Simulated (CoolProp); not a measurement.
Values from CoolProp's reference Helmholtz-energy equation of state, Lemmon 2016.

Problem. Give the vapour pressure (kPa), vapour density (kg/m³), enthalpy of vaporisation (kJ/kg), liquid cp (kJ/(kg K)) of saturated R365MFC at 367.4, 371.9, 381.1 K.

Solution. 
| T (K) | p (kPa) | vapour density (kg/m³) | enthalpy of vaporisation (kJ/kg) | liquid cp (kJ/(kg K)) |
|---|---|---|---|---|
| 367.4 | 510 | 28.8 | 158 | 1.55 |
| 371.9 | 570 | 32.2 | 155 | 1.56 |
| 381.1 | 708 | 40.2 | 148 | 1.60 |
